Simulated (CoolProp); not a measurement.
The fluid at 294.19 K and 0.00418 MPa flows at 0.57 m/s in a round tube of 12.7 mm bore and 0.25 µm roughness, fully developed (64/Re and Nu = 3.66 if laminar; Colebrook and Gnielinski if turbulent). The same conditions are run with several fluids, on thermodynamics alone (safety and materials aside).

Values from CoolProp's reference Helmholtz-energy equation of state of each fluid (ethanol: Schroeder 2014; propylene: Lemmon 2013; R123: Younglove 1994; R407C: Lemmon 2003). Blends and air are pseudo-pure fits.

Q: Rank ethanol, propylene, R123, R407C by Reynolds number, highest first.

A: R123 (178), R407C (88.3), ethanol (66.1), propylene (61.6)

| fluid | Darcy friction factor | pressure drop (Pa/m) | heat-transfer coefficient (W/(m² K)) | mass flow (kg/h) |
|---|---|---|---|---|
| ethanol | 0.969 | 0.978 | 4.28 | 0.0205 |
| propylene | 1.04 | 0.956 | 4.81 | 0.0187 |
| R123 | 0.360 | 1.20 | 2.59 | 0.0681 |
| R407C | 0.725 | 1.37 | 3.70 | 0.0383 |

Transport values come from each fluid's own correlations; those of propylene are estimates that may be off by 10 % or more.
